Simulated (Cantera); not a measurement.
Input: 1 mol C3H8, 0.016 mol NH3, 2.7 mol N2, equilibrated at 35.0 bar.

Method: chemical equilibrium by Gibbs-energy minimisation in Cantera with the NASA 1993 tables (ideal gas, pure condensed phases). Candidate condensed phases: C, C6H6, C7H8, C8H18; 92 gas species. The ideal-gas law is rough above about 30 bar. Equilibrium is a limit: real reactors are often held back by kinetics, nucleation or transport. All values below are at 875 K.

Base state: N2 0.531, CH4 0.321, H2 0.145, NH3 0.00210, C2H6 3.60e-5 (mole fractions); condensed: C(graphite).

Problem. What changes in the equilibrium state with this change: pressure from 35.0 bar to 1.33 mbar?

Solution. 
```csv
species,before,after
H2,0.145,0.597
N2,0.531,0.402
CH4,0.321,0.000208
C2H6,3.60e-5,<1e-9
NH3,0.00210,5.82e-7
"C(graphite), mol",1.36,3.00
```
